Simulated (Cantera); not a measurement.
## Ignition delay

Mixture: 17.4 % CH4, 17.4 % O2, 65.3 % N2, equivalence ratio 2.0, at 28.0 bar, adiabatic and at constant pressure. Ignition delay is the time to a rise of 400 K.

Detailed kinetics in Cantera: GRI-Mech 3.0 (53 species, 325 reactions). The pressure lies above the range GRI-Mech 3.0 was tuned for (to about 10 atm).

```json
[
 {"T0 (K)": "1275", "delay (ms)": "0.888"},
 {"T0 (K)": "1325", "delay (ms)": "0.526"},
 {"T0 (K)": "1375", "delay (ms)": "0.319"},
 {"T0 (K)": "1425", "delay (ms)": "0.197"},
 {"T0 (K)": "1475", "delay (ms)": "0.124"},
 {"T0 (K)": "1525", "delay (ms)": "0.0790"},
 {"T0 (K)": "1575", "delay (ms)": "0.0510"},
 {"T0 (K)": "1625", "delay (ms)": "0.0334"}
]
```

The apparent activation energy between 1525 and 1625 K is 180 kJ/mol.
